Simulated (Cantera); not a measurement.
A perfectly stirred reactor is fed with 1.34 % CO, 0.950 % H2, 1.34 % CH4, 6.47 % O2, 77.7 % N2, 12.2 % H2O, at 0.520 bar; it is adiabatic with a 800 K inlet, and is followed from long to short residence time, starting on the burning branch (τ in s: 0.094, 0.039, 0.016, 0.0066, 0.0027, 0.0011, 0.00047, 0.00019, 7.9e-05, 3.3e-05).

Cantera simulation using GRI-Mech 3.0 (53 species, 325 reactions); the numbers are that mechanism's predictions, not measurements.

Task: Predict: blow-out, bracketed by the residence times tried; x(CO) at τ = 94.0 ms; x(H2) at τ = 94.0 ms; x(CH4) at τ = 94.0 ms; x(C2H4) at τ = 94.0 ms; x(H) at τ = 94.0 ms; x(CO) at τ = 1.10 ms; x(H2) at τ = 1.10 ms; x(CH4) at τ = 1.10 ms.

Result: 
```
Item                                                                          Result
------------------------------------------------  ----------------------------------
blow-out, bracketed by the residence times tried  burning at 6.60 ms, out at 2.70 ms
x(CO) at τ = 94.0 ms                                                        0.000701
x(H2) at τ = 94.0 ms                                                        0.000237
x(CH4) at τ = 94.0 ms                                                        3.68e-5
x(C2H4) at τ = 94.0 ms                                                       3.53e-8
x(H) at τ = 94.0 ms                                                          2.86e-5
x(CO) at τ = 1.10 ms                                                          0.0134
x(H2) at τ = 1.10 ms                                                         0.00950
x(CH4) at τ = 1.10 ms                                                         0.0134
```
